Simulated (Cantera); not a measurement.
Premixed flame

A freely propagating, adiabatic, planar premixed flame of 44.4 % H₂, 11.7 % O₂, 43.9 % N₂, equivalence ratio 1.9, unburnt at 600 K and 82.5 Torr; mixture-averaged transport, grid criteria slope 0.08 and curve 0.16, no radiation.

Cantera simulation using the H2/O2 subset of GRI-Mech 3.0, which has no nitrogen chemistry; the numbers are that mechanism's predictions, not measurements. Burning velocities carry a grid error of a few per cent, more on coarse grids.

```
z (mm)  T (K)  u (m/s)   x H₂      x O₂   x H₂O₂     x H₂O       x O    x HO₂
------  -----  -------  -----  --------  -------  --------  --------  -------
-23.6     600     6.70  0.444     0.117    <1e-8     <1e-8     <1e-8    <1e-8
-15.7     600     6.70  0.444     0.117    <1e-8     <1e-8     <1e-8    <1e-8
-11.8     600     6.70  0.444     0.117    <1e-8     <1e-8     <1e-8    <1e-8
-7.85     600     6.70  0.444     0.117    <1e-8   4.56e-8     <1e-8  6.42e-7
-3.93     610     6.80  0.442     0.117  2.85e-7  0.000658   1.00e-5  3.49e-5
-1.96     726     8.02  0.418     0.113  2.37e-7    0.0113  0.000254  2.35e-5
0        1088     11.7  0.268    0.0629  2.20e-7     0.115   0.00502  9.04e-6
1.96     1329     14.2  0.163   0.00649  1.62e-7     0.225   0.00394  9.17e-7
3.93     1419     15.1  0.161   0.00232  1.50e-7     0.234   0.00314  2.99e-7
7.85     1524     16.1  0.170   0.00195  1.35e-7     0.236   0.00304  2.23e-7
15.7     1648     17.2  0.181   0.00164  9.79e-8     0.238   0.00274  1.68e-7
31.4     1782     18.4  0.191   0.00124  5.78e-8     0.242   0.00220  1.19e-7
62.8     1912     19.6  0.202  0.000835  3.10e-8     0.246   0.00157  8.12e-8
```
x: mole fraction of selected species; z is measured from the peak of heat release.

The laminar burning velocity is 670 cm/s and the thermal thickness is 7.85 mm. The peak x(H₂O₂) is 3.62e-7. The peak x(O) is 0.00592 and the peak x(HO₂) comes out as 3.50e-5. The grid points comes out as 138.
